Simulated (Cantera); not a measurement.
Input: 1 mol Al2O3, 1.1 mol Cl2, 4.1 mol N2, 2.6 mol BCl3, at 875 K and 0.930 bar.

Cantera equilibrium calculation (NASA polynomials, part measured and part estimated; ideal gas, pure solids and liquids). Candidate condensed phases: Al, AlCl3, AlN, Al2O3, B, BN, B2O3; 38 gas species. Condensed phases not in the tables: AlOCl, borates and borosilicate glass, alloys, solid solutions and most ternary compounds. Equilibrium is a limit: real reactors are often held back by kinetics, nucleation or transport.

Base state: N2 0.538, AlCl3 0.183, Cl2 0.144, BCl3 0.0977, Al2Cl6 0.0227, B3O3Cl3 0.0154, Cl 1.81e-5 (mole fractions); condensed: Al2O3(s) + B2O3(l).

**Question.** What changes in the equilibrium state with this change: pressure from 0.930 bar to 0.150 bar?

**Answer.** 
| species | before | after |
|---|---|---|
| N2 | 0.538 | 0.528 |
| AlCl3 | 0.183 | 0.201 |
| Cl2 | 0.144 | 0.142 |
| Al2Cl6 | 0.0227 | 0.00445 |
| BCl3 | 0.0977 | 0.108 |
| B3O3Cl3 | 0.0154 | 0.0169 |
| Cl | 1.81e-5 | 4.48e-5 |
| Al2O3(s), mol | 0.131 | 0.184 |
| B2O3(l), mol | 0.752 | 0.684 |

**Question.** What changes in the equilibrium state with this change: Cl2 from 1.1 to 3.8 mol?

**Answer.** 
| species | before | after |
|---|---|---|
| N2 | 0.538 | 0.396 |
| Cl2 | 0.144 | 0.367 |
| AlCl3 | 0.183 | 0.139 |
| Al2Cl6 | 0.0227 | 0.0131 |
| B3O3Cl3 | 0.0154 | 0.0117 |
| BCl3 | 0.0977 | 0.0742 |
| Cl | 1.81e-5 | 2.89e-5 |
| Al2O3(s), mol | 0.131 | 0.145 |
| B2O3(l), mol | 0.752 | 0.734 |
